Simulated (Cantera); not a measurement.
Input: 1 mol SiC, 0.026 mol H2O, 35 mol H2, equilibrated at 0.230 Pa.

Equilibrium computed with Cantera from the NASA thermochemical tables; the gas is ideal and each condensed phase is pure. Candidate condensed phases: C, C6H6, C7H8, C8H18, H2O, Si, SiC, SiO2; 123 gas species. Kinetics and transport are ignored.

Question: Which condensed phases are stable at each of these points (T (K)): 1225, 1275, 1325, 1375, 1425, 1475, 1525, 1575, 1625?

Answer: 
| T (K) | condensed phases | Si condensed (%) |
|---|---|---|
| 1225 | SiC(s) | 98.7 |
| 1275 | SiC(s) | 98.7 |
| 1325 | SiC(s) | 98.7 |
| 1375 | SiC(s) | 98.7 |
| 1425 | SiC(s) | 98.5 |
| 1475 | SiC(s) | 98.2 |
| 1525 | SiC(s) | 97.7 |
| 1575 | SiC(s) | 97.4 |
| 1625 | C(graphite) + SiC(s) | 97.0 |

From 1225 K to 1575 K the condensed part is SiC(s). At 1625 K the condensed part is C(graphite) + SiC(s).
